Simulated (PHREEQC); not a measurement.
Dissolve 0.27 mol/kgw NaHCO3 at 25 °C. Closed to the air; pH follows from the charge balance.

Computed with PHREEQC (ion-association model, phreeqc.dat).

Precipitation was switched off in this run.

**Question.** Predict the pH, activity of water, ionic strength.

**Answer.** pH 7.88; activity of water 0.991; ionic strength 0.252 mol/kgw.

**Question.** In which forms is Na present?

**Answer.** Na+ 93 %, NaHCO3 6.4 %, NaCO3- 1.1 % of the Na.
